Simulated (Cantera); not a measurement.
Feed: 1 mol Al(CH3)3, 14 mol O2, 16 mol H2, at 1750 K and 0.180 Torr.

Equilibrium computed with Cantera from the NASA thermochemical tables; the gas is ideal and each condensed phase is pure. The feed counts by its element totals alone. Equilibrium is a limit: real reactors are often held back by kinetics, nucleation or transport.

```tsv
species	before	after
H2O	0.838	0.782
CO2	0.117	0.101
H2	0.0168	0.0393
H	0.00195	0.0100
OH	0.00568	0.0163
CO	0.00852	0.0213
O2	0.0115	0.0272
O	0.000517	0.00312
Al2O3(s), mol	0.500	0.500
```
Gas species are given as mole fractions.

Problem. Which change was made?
A) temperature from 1750 K to 1373.15 K
B) O2 from 14 to 13 mol
C) temperature from 1750 K to 1898.15 K
D) O2 from 14 to 19 mol

Solution. C, temperature from 1750 K to 1898.15 K
